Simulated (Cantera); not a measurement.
A freely propagating, adiabatic, planar premixed flame of 47.9 % H₂, 10.9 % O₂, 40.9 % N₂, 0.287 % H₂O, unburnt at 648 K and 0.217 atm; mixture-averaged transport, grid criteria slope 0.08 and curve 0.16, no radiation.

Computed with Cantera and the H2/O2 subset of GRI-Mech 3.0, which has no nitrogen chemistry. Burning velocities carry a grid error of a few per cent, more on coarse grids.

x: mole fraction of selected species; z is measured from the peak of heat release.

| z (mm) | T (K) | u (m/s) | x H₂ | x O₂ | x H | x O | x HO₂ | x H₂O |
|---|---|---|---|---|---|---|---|---|
| -10.0 | 648 | 8.44 | 0.479 | 0.109 | <1e-8 | <1e-8 | <1e-8 | 0.00287 |
| -6.69 | 648 | 8.44 | 0.479 | 0.109 | <1e-8 | <1e-8 | <1e-8 | 0.00287 |
| -5.02 | 648 | 8.44 | 0.479 | 0.109 | <1e-8 | <1e-8 | <1e-8 | 0.00287 |
| -3.35 | 648 | 8.44 | 0.479 | 0.109 | 1.12e-6 | <1e-8 | 1.27e-6 | 0.00287 |
| -1.67 | 661 | 8.59 | 0.477 | 0.108 | 0.000786 | 1.37e-5 | 5.43e-5 | 0.00373 |
| -0.836 | 791 | 10.2 | 0.450 | 0.104 | 0.0137 | 0.000327 | 3.67e-5 | 0.0163 |
| 0 | ? | 14.4 | ? | ? | ? | ? | ? | ? |
| 0.836 | 1376 | 17.1 | 0.221 | 0.00594 | 0.126 | 0.00250 | 1.52e-6 | 0.214 |
| 1.67 | 1464 | 18.1 | 0.218 | 0.00104 | 0.121 | 0.00161 | 2.50e-7 | 0.225 |
| 3.35 | 1566 | 19.2 | 0.227 | 0.000685 | 0.107 | 0.00149 | 1.51e-7 | 0.227 |
| 6.69 | 1682 | 20.5 | 0.237 | ? | ? | ? | ? | 0.229 |
| 13.4 | 1805 | 21.8 | 0.249 | 0.000414 | 0.0720 | 0.00100 | 8.27e-8 | 0.232 |
| 26.8 | 1924 | 23.0 | 0.259 | 0.000264 | 0.0546 | 0.000668 | 5.53e-8 | 0.235 |

Question: Fill in the missing entries.

Answer: 
- 0, T (K): 1146
- 0, x H₂: 0.314
- 0, x O₂: 0.0563
- 0, x H: 0.0848
- 0, x O: 0.00409
- 0, x HO₂: 1.46e-5
- 0, x H₂O: 0.115
- 6.69, x O₂: 0.000565
- 6.69, x H: 0.0900
- 6.69, x O: 0.00130
- 6.69, x HO₂: 1.16e-7
